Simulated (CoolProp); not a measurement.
Computed with CoolProp (reference Helmholtz-energy equation of state, Lemmon 2006). It is a short technical equation, of lower accuracy than the large ones.

Task: For acetone, give the phase and the density (kg/m³), cp (kJ/(kg K)), speed of sound (m/s), fugacity coefficient at 301.8 K and 6.66 MPa; 310.1 K and 6.66 MPa.

Result: 
- 301.8 K and 6.66 MPa: liquid; density 787, cp 2.14, speed of sound 1190, fugacity coefficient 0.00637
- 310.1 K and 6.66 MPa: liquid; density 778, cp 2.16, speed of sound 1160, fugacity coefficient 0.00884
